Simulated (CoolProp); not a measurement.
R1234ze(E) along the isotherm 333.3 K: fugacity coefficient from the reference equation and from simpler models built on Tc = 382.5 K, pc = 3.635 MPa, ω = 0.313; each cubic takes its own stable root.

Values from CoolProp's reference Helmholtz-energy equation of state, Thol 2016.

| p (MPa) | phase | reference | van der Waals | Soave-Redlich-Kwong |
|---|---|---|---|---|
| 0.0474 | gas | 0.9926 | 0.9946 | 0.9930 |
| 0.0974 | gas | 0.9848 | 0.9890 | 0.9856 |
| 0.2 | gas | 0.9689 | 0.9773 | 0.9705 |
| 0.411 | gas | 0.9363 | … | 0.9396 |
| 0.844 | gas | … | 0.9046 | … |
| 1.73 | liquid | 0.6046 | … | … |
| 3.56 | liquid | 0.3157 | 0.4854 | 0.3281 |
| 7.3 | liquid | 0.1778 | 0.2974 | 0.1881 |
| 15 | liquid | 0.1152 | … | 0.1255 |

### Question
Complete the blanks.

### Answer

- 0.411, van der Waals: 0.9535
- 0.844, reference: 0.8697
- 0.844, Soave-Redlich-Kwong: 0.8766
- 1.73, van der Waals: 0.8029
- 1.73, Soave-Redlich-Kwong: 0.6215
- 15, van der Waals: 0.2236

At some of these states van der Waals gives the other phase, because its saturation line lies elsewhere.
